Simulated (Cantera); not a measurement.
A closed system holds: 1 mol SiC, 0.035 mol N2O, 64 mol N2, equilibrated at 75.0 Torr.

Cantera equilibrium calculation (NASA polynomials, part measured and part estimated; ideal gas, pure solids and liquids). Candidate condensed phases: C, Si, SiC, SiO2, Si2N2O, Si3N4; 34 gas species. Mutual solubility and eutectic melting of coexisting phases are not modelled. Equilibrium is a limit: real reactors are often held back by kinetics, nucleation or transport.

Task: Which condensed phases are stable at each of these points (T (K)): 900, 1000, 1100, 1200, 1300, 1400, 1500, 1600, 1700, 1800, 1900?

Result: 
```csv
T (K),condensed phases,Si condensed (%)
900,C(graphite) + Si2N2O(s) + Si3N4(s),100.0
1000,C(graphite) + Si2N2O(s) + Si3N4(s),100.0
1100,C(graphite) + Si2N2O(s) + Si3N4(s),100.0
1200,C(graphite) + Si2N2O(s) + Si3N4(s),100.0
1300,C(graphite) + Si2N2O(s) + Si3N4(s),100.0
1400,C(graphite) + Si2N2O(s) + Si3N4(s),100.0
1500,C(graphite) + Si2N2O(s) + Si3N4(s),100.0
1600,SiC(s) + Si3N4(s),100.0
1700,SiC(s) + Si3N4(s),99.8
1800,SiC(s) + Si3N4(s),99.0
1900,SiC(s),98.0
```

From 900 K to 1500 K the condensed part is C(graphite) + Si2N2O(s) + Si3N4(s). From 1600 K to 1800 K the condensed part is SiC(s) + Si3N4(s). At 1900 K the condensed part is SiC(s).
